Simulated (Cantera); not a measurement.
Cantera run:

```python
import numpy as np
import cantera as ct

gas_names = """
    O2 CO NbO2 CrO3 PbO TiO ZrO2
""".split()
cond_names = """
    Ti(a) Ti(b) Ti(L) Ti2O3(a) Ti2O3(b) Ti2O3(L) C(gr) Nb(cr) Nb(L) Cr(cr) Cr(L) Pb(cr) Pb(L) Zr(a)
    Zr(b) Zr(L)
""".split()


# ... load() reads the species with a 1 bar reference pressure and builds the phases ...
species = {s.name: s for s in load("nasa_gas.yaml", gas_names) + load("nasa_condensed.yaml", cond_names)}
# Each term lists the table entries of one substance; the one whose range holds T is used.
reactions = {
    '1.333 Ti + O2(g) = 0.6667 Ti2O3':
        [(-1.3333333333333333, ['Ti(a)', 'Ti(b)', 'Ti(L)']), (-1, ['O2']), (0.6666666666666666, ['Ti2O3(a)', 'Ti2O3(b)', 'Ti2O3(L)'])],
    '2 C + O2(g) = 2 CO(g)':
        [(-2, ['C(gr)']), (-1, ['O2']), (2, ['CO'])],
    'Nb + O2(g) = NbO2(g)':
        [(-1, ['Nb(cr)', 'Nb(L)']), (-1, ['O2']), (1, ['NbO2'])],
    '0.6667 Cr + O2(g) = 0.6667 CrO3(g)':
        [(-0.6666666666666666, ['Cr(cr)', 'Cr(L)']), (-1, ['O2']), (0.6666666666666666, ['CrO3'])],
    '2 Pb + O2(g) = 2 PbO(g)':
        [(-2, ['Pb(cr)', 'Pb(L)']), (-1, ['O2']), (2, ['PbO'])],
    '2 Ti + O2(g) = 2 TiO(g)':
        [(-2, ['Ti(a)', 'Ti(b)', 'Ti(L)']), (-1, ['O2']), (2, ['TiO'])],
    'Zr + O2(g) = ZrO2(g)':
        [(-1, ['Zr(a)', 'Zr(b)', 'Zr(L)']), (-1, ['O2']), (1, ['ZrO2'])],
}


def pick(names, T):
    return next(species[n] for n in names if species[n].thermo.min_temp <= T <= species[n].thermo.max_temp)


results = []
for label, terms in reactions.items():
    print(label)
    print("     T/K   dH/kJ  dS/(J/K)   dG/kJ   log10 K")
    for T in [1023, 1123, 1223, 1323, 1423, 1523, 1623, 1723, 1823]:
        used = [(nu, pick(names, T)) for nu, names in terms]
        dH = sum(nu * s.thermo.h(T) for nu, s in used) / 1e6
        dS = sum(nu * s.thermo.s(T) for nu, s in used) / 1e3
        dG = dH - T * dS / 1e3
        logK = -dG * 1e6 / (ct.gas_constant * T * np.log(10))
        results.append((label, T, dH, dS, dG, logK, [s.name for _, s in used]))
        print(f"{T:8g} {dH:8.1f} {dS:8.1f} {dG:8.1f} {logK:8.2f}")
```

Result:

```
1.333 Ti + O2(g) = 0.6667 Ti2O3
     T/K   dH/kJ  dS/(J/K)   dG/kJ   log10 K
    1023   -999.8   -172.0   -823.8    42.06
    1123   -998.4   -170.7   -806.7    37.52
    1223  -1001.6   -173.5   -789.4    33.71
    1323   -999.2   -171.6   -772.1    30.48
    1423   -996.9   -170.0   -755.1    27.72
    1523   -994.9   -168.6   -738.1    25.32
    1623   -993.0   -167.4   -721.3    23.21
    1723   -991.4   -166.4   -704.6    21.36
    1823   -989.9   -165.6   -688.0    19.71
2 C + O2(g) = 2 CO(g)
     T/K   dH/kJ  dS/(J/K)   dG/kJ   log10 K
    1023   -224.2    176.3   -404.6    20.66
    1123   -225.5    175.2   -422.2    19.64
    1223   -226.7    174.1   -439.7    18.78
    1323   -228.0    173.1   -457.0    18.04
    1423   -229.4    172.1   -474.3    17.41
    1523   -230.8    171.2   -491.5    16.86
    1623   -232.2    170.3   -508.5    16.37
    1723   -233.6    169.4   -525.5    15.93
    1823   -235.1    168.6   -542.4    15.54
Nb + O2(g) = NbO2(g)
     T/K   dH/kJ  dS/(J/K)   dG/kJ   log10 K
    1023   -205.1     22.4   -227.9    11.64
    1123   -205.8     21.7   -230.1    10.70
    1223   -206.6     21.0   -232.3     9.92
    1323   -207.4     20.4   -234.4     9.25
    1423   -208.3     19.7   -236.4     8.68
    1523   -209.2     19.1   -238.3     8.17
    1623   -210.3     18.4   -240.2     7.73
    1723   -211.3     17.8   -242.0     7.34
    1823   -212.5     17.1   -243.7     6.98
0.6667 Cr + O2(g) = 0.6667 CrO3(g)
     T/K   dH/kJ  dS/(J/K)   dG/kJ   log10 K
    1023   -197.5    -47.7   -148.7     7.59
    1123   -198.0    -48.1   -143.9     6.69
    1223   -198.5    -48.6   -139.1     5.94
    1323   -199.2    -49.1   -134.2     5.30
    1423   -200.0    -49.7   -129.2     4.74
    1523   -200.9    -50.4   -124.2     4.26
    1623   -202.0    -51.1   -119.2     3.83
    1723   -203.3    -51.8   -114.0     3.46
    1823   -204.7    -52.6   -108.8     3.12
2 Pb + O2(g) = 2 PbO(g)
     T/K   dH/kJ  dS/(J/K)   dG/kJ   log10 K
    1023    116.8    105.8      8.6    -0.44
    1123    114.9    104.0     -1.8     0.09
    1223    113.0    102.4    -12.1     0.52
    1323    111.2    100.9    -22.3     0.88
    1423    109.3     99.6    -32.3     1.19
    1523    107.5     98.3    -42.2     1.45
    1623    105.7     97.1    -52.0     1.67
    1723    103.8     96.0    -61.7     1.87
    1823    102.0     95.0    -71.2     2.04
2 Ti + O2(g) = 2 TiO(g)
     T/K   dH/kJ  dS/(J/K)   dG/kJ   log10 K
    1023     95.5    179.0    -87.6     4.47
    1123     92.2    175.9   -105.3     4.90
    1223     81.9    167.0   -122.3     5.22
    1323     80.1    165.6   -139.0     5.49
    1423     77.9    164.0   -155.4     5.71
    1523     75.4    162.3   -171.8     5.89
    1623     72.6    160.5   -187.9     6.05
    1723     69.4    158.6   -203.9     6.18
    1823     66.0    156.6   -219.6     6.29
Zr + O2(g) = ZrO2(g)
     T/K   dH/kJ  dS/(J/K)   dG/kJ   log10 K
    1023   -291.4     21.0   -312.9    15.98
    1123   -292.5     20.1   -315.0    14.65
    1223   -297.3     15.8   -316.7    13.52
    1323   -298.0     15.2   -318.2    12.56
    1423   -298.9     14.6   -319.7    11.74
    1523   -299.8     14.0   -321.1    11.01
    1623   -300.7     13.4   -322.5    10.38
    1723   -301.8     12.8   -323.8     9.82
    1823   -303.0     12.1   -325.1     9.31
```

Cantera with NASA thermochemical tables; ideal gases at 1 bar, condensed phases pure. Condensed species are held in their standard states even where they would react or evaporate.
